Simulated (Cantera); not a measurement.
Input: 1 mol CHF₃, 1.2 mol F₂, held at 2025 K and 1000 Pa.

Method: chemical equilibrium by Gibbs-energy minimisation in Cantera with the NASA 1993 tables (ideal gas, pure condensed phases). Candidate condensed phases: C, C₆H₆, C₇H₈, C₈H₁₈; 95 gas species. Gases not in the tables: C₂F₆ and larger saturated fluorocarbons. Rates play no part.

Question: What is the equilibrium state?

Answer: 
```
Item                                       Result
--------------------------------------  ---------
x(HF)                                       0.413
x(CF₄)                                      0.408
x(F)                                        0.174
x(CF₂)                                    0.00377
x(CF₃)                                    0.00115
x(CF)                                     1.70e-6
x(F₂)                                     1.24e-6
gas amount                              2.421 mol
log10 activity of C(graphite) (absent)      -2.73
```
